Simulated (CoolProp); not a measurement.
Values from CoolProp's reference Helmholtz-energy equation of state, Penoncello 2003.

Give the vapour pressure (MPa), enthalpy of vaporisation (kJ/kg), liquid cp (kJ/(kg K)), surface tension (mN/m) of saturated CHF3 (R23) at 221.7 K.


```json
[
 {"T (K)": "221.7", "p (MPa)": "0.451", "enthalpy of vaporisation (kJ/kg)": "211", "liquid cp (kJ/(kg K))": "1.32", "surface tension (mN/m)": "11.2"}
]
```

Surface tension comes from a separate correlation (Mulero 2012).
